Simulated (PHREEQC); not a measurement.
Solution (25 °C): 2.3 mol K2CO3 and 0.017 mol NaHCO3 per kg of water. Closed to the air; pH follows from the charge balance.

All values are PHREEQC results (Pitzer model, pitzer.dat), not measurements.

```csv
quantity,before,after
pH,11.94,12.34
ionic strength (mol/kgw),6.91,6.89
HCO3- (mol/kgw),0.0203,0.00818
CO2 (mol/kgw),1.66e-8,2.71e-9
SI of Kalicinite (KHCO3),-2.11,-2.50
```

Task: Which change was made?
(A) NaHCO3 from 0.017 to 0.0153 mol/kgw
(B) K2CO3 replaced by KCl at the same molality
(C) NaHCO3 left out

Result: C, NaHCO3 left out

No solid was allowed to form. In brines, pH and single-ion activities rest on the MacInnes convention.
